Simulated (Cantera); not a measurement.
# Hydrocarbon pyrolysis for carbon deposition

An isothermal, constant-pressure homogeneous reactor starts with C2H6 : N2 = 1 : 2.2 (molar parts), at 1300 K and 0.000590 bar.

Cantera simulation using GRI-Mech 3.0 (53 species, 325 reactions); the numbers are that mechanism's predictions, not measurements. GRI-Mech 3.0 stops at C3 and has no aromatics, soot or wall deposition, so with more carbon than oxygen in the feed, carbon stays in small species such as C2H2 where larger ones or solid carbon would form. Radical loss at walls, strong at low pressure, is not modelled.

| t (s) | x C2H6 | x H2 | x C2H2 | x CH2 | x H | x C2H |
|---|---|---|---|---|---|---|
| 0.000600 | 0.312 | 4.93e-8 | <1e-12 | 4.36e-11 | 2.96e-8 | <1e-12 |
| 0.00102 | 0.312 | 2.66e-7 | <1e-12 | 2.04e-10 | 9.46e-8 | <1e-12 |
| 0.00173 | 0.312 | 1.42e-6 | 2.66e-12 | 9.16e-10 | 2.91e-7 | <1e-12 |
| 0.00294 | 0.312 | 7.29e-6 | 3.27e-11 | 3.85e-9 | 8.65e-7 | <1e-12 |
| 0.00500 | 0.312 | 3.62e-5 | 5.14e-10 | 1.46e-8 | 2.48e-6 | <1e-12 |
| 0.00849 | 0.311 | 0.000172 | 9.54e-9 | 4.67e-8 | 6.69e-6 | <1e-12 |
| 0.0144 | 0.310 | 0.000754 | 1.80e-7 | 1.24e-7 | 1.60e-5 | <1e-12 |
| 0.0245 | 0.306 | 0.00280 | 2.84e-6 | 2.86e-7 | 3.05e-5 | 7.34e-12 |
| 0.0416 | 0.295 | 0.00836 | 3.18e-5 | 5.99e-7 | 4.67e-5 | 7.19e-11 |
| 0.0707 | 0.270 | 0.0208 | 0.000249 | 1.07e-6 | 6.61e-5 | 3.47e-10 |
| 0.120 | 0.222 | 0.0443 | 0.00141 | 1.55e-6 | 9.00e-5 | 1.28e-9 |
| 0.204 | 0.150 | 0.0780 | 0.00562 | 1.72e-6 | 0.000116 | 3.75e-9 |
| 0.347 | 0.0731 | 0.113 | 0.0157 | 1.43e-6 | 0.000139 | 8.71e-9 |
| 0.589 | 0.0232 | 0.141 | 0.0323 | 7.89e-7 | 0.000136 | 1.40e-8 |
| 1.00 | 0.00569 | 0.162 | 0.0502 | 2.61e-7 | 8.71e-5 | 1.21e-8 |
x: mole fraction; the columns are a selection and need not sum to one.

Equilibrium at this temperature and pressure: C2H6 1.06e-9, H2 0.384, C2H2 0.145, CH2 3.60e-11, H 2.84e-5, C2H 4.81e-9 (gas phase only).
